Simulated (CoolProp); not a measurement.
The fluid at 458.61 K and 3.58 MPa is throttled through a valve to 0.383 MPa with no heat exchange. The same conditions are run with several fluids, on thermodynamics alone (safety and materials aside).

The numbers come from the reference Helmholtz-energy equation of state of each fluid (ammonia: Gao 2020; R152A: Outcalt 1996; sulfur hexafluoride: Guder 2009; R507A: Lemmon 2003) in CoolProp. Blends and air are pseudo-pure fits.

| fluid | temperature change (K) | final density (kg/m³) |
|---|---|---|
| ammonia | ___ | ___ |
| R152A | ___ | ___ |
| sulfur hexafluoride | ___ | ___ |
| R507A | ___ | ___ |

What belongs in the gaps?


- ammonia, temperature change (K): -24.2
- ammonia, final density (kg/m³): 1.82
- R152A, temperature change (K): -24.8
- R152A, final density (kg/m³): 7.16
- sulfur hexafluoride, temperature change (K): -10.1
- sulfur hexafluoride, final density (kg/m³): 15.2
- R507A, temperature change (K): -15.9
- R507A, final density (kg/m³): 10.4
